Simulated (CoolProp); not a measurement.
Fluorine along the isobar 3720 kPa: Z from the reference equation and from simpler models built on Tc = 144.4 K, pc = 5240 kPa, ω = 0.045; each cubic takes its own stable root.

Computed with CoolProp (reference Helmholtz-energy equation of state, de Reuck 1990).

```
T (K)   phase  reference
-----  ------  ---------
113.1  liquid     0.1162
128.7  liquid     0.1177
144.3     gas     0.6956
159.8     gas     0.8035
175.4     gas     0.8625
191       gas     0.8998
206.6     gas     0.9252
222.1     gas     0.9431
237.7     gas     0.9565
253.3     gas     0.9666
268.9     gas     0.9744
284.4     gas     0.9805
300       gas     0.9855
```

### Question
How far does each simpler model (van der Waals, Soave-Redlich-Kwong, Peng-Robinson) lie from the reference over these 13 states: mean and median of the absolute difference, and the worst?

### Answer
- van der Waals: mean 8.3 %, median 1.3 %, worst +47.4 % at 128.7 K and 3720 kPa
- Soave-Redlich-Kwong: mean 1.0 %, median 0.4 %, worst +7.3 % at 128.7 K and 3720 kPa
- Peng-Robinson: mean 2.5 %, median 1.6 %, worst -9.6 % at 113.1 K and 3720 kPa
